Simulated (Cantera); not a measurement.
Feed: 1 mol Si2H6, 0.27 mol N2O, 0.92 mol H2, at 1525 °C and 2.20 mbar.

Method: chemical equilibrium by Gibbs-energy minimisation in Cantera with the NASA 1993 tables (ideal gas, pure condensed phases). Candidate condensed phases: H2O, Si, SiO2, Si2N2O, Si3N4; 35 gas species. The feed counts by its element totals alone. Gases not in the tables: Si2H6 and higher silanes. Kinetics and transport are ignored.

Base state: H2 0.871, SiO 0.0602, N2 0.0602, H 0.00701, Si 0.00140, SiH 7.04e-5, SiH2 2.57e-5, Si2N 1.16e-5 (mole fractions); condensed: Si(l).

Problem. What changes in the equilibrium state with this change: Si2H6 replaced by HMDSO?

Solution. 
| species | before | after |
|---|---|---|
| H2 | 0.871 | 0.859 |
| CO | 0 | 0.110 |
| N2 | 0.0602 | 0.0230 |
| SiO | 0.0602 | 0.000607 |
| HCN | 0 | 0.000855 |
| C2H2 (acetylene) | 0 | 0.000148 |
| HNC | 0 | 3.23e-5 |
| Si2N | 1.16e-5 | 4.08e-9 |
| Si(l), mol | 1.72 | 0 |
| C(graphite), mol | 0 | 2.73 |
| SiC(s), mol | 0 | 1.99 |
Further candidate phases: C, C6H6, C7H8, C8H18, SiC.
